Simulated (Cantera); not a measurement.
Mixture: CO : H₂ : CH₄ : O₂ : N₂ : H₂O = 1 : 0.87 : 0.32 : 1.99 : 7.5 : 1.1 (molar parts), at 5.00 bar, adiabatic and at constant volume. Ignition delay is the time to a rise of 400 K.

Model: GRI-Mech 3.0 (53 species, 325 reactions), integrated in Cantera.

Question: What does this change do: constant pressure in place of constant volume?

Answer: 
| quantity | before | after |
|---|---|---|
| delay at 1275 K | 61.1 µs | 67.4 µs |
| delay at 1350 K | 29.8 µs | 32.9 µs |
| delay at 1425 K | 17.1 µs | 18.9 µs |
| delay at 1500 K | 11.0 µs | 12.1 µs |
| delay at 1575 K | 7.70 µs | 8.39 µs |
| delay at 1650 K | 5.67 µs | 6.18 µs |
| apparent activation energy between 1500 and 1650 K | 91 kJ/mol | 92 kJ/mol |

Question: What does this change do: CO 1 to 0.36 parts?

Answer: 
```
quantity                                               before      after
--------------------------------------------------  ---------  ---------
delay at 1275 K                                       61.1 µs    67.4 µs
delay at 1350 K                                       29.8 µs    31.2 µs
delay at 1425 K                                       17.1 µs    17.5 µs
delay at 1500 K                                       11.0 µs    11.1 µs
delay at 1575 K                                       7.70 µs    7.66 µs
delay at 1650 K                                       5.67 µs    5.60 µs
apparent activation energy between 1500 and 1650 K  91 kJ/mol  94 kJ/mol
```

Question: What does this change do: pressure from 5.00 bar to 0.640 bar?

Answer: 
| quantity | before | after |
|---|---|---|
| delay at 1275 K | 61.1 µs | 0.165 ms |
| delay at 1350 K | 29.8 µs | 0.110 ms |
| delay at 1425 K | 17.1 µs | 79.0 µs |
| delay at 1500 K | 11.0 µs | 59.3 µs |
| delay at 1575 K | 7.70 µs | 46.0 µs |
| delay at 1650 K | 5.67 µs | 36.7 µs |
| apparent activation energy between 1500 and 1650 K | 91 kJ/mol | 66 kJ/mol |
